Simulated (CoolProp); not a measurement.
Values from CoolProp's reference Helmholtz-energy equation of state, Schmidt 1985.

### Question
For oxygen, give the phase and the conductivity (mW/(m K)) at 155.6 K and 0.168 MPa; 155.6 K and 0.272 MPa; 155.6 K and 2.99 MPa.

### Answer
- 155.6 K and 0.168 MPa: gas; conductivity 14.4
- 155.6 K and 0.272 MPa: gas; conductivity 14.4
- 155.6 K and 2.99 MPa: gas; conductivity 18.3

Thermal conductivity comes from a separate model (Lemmon 2004).
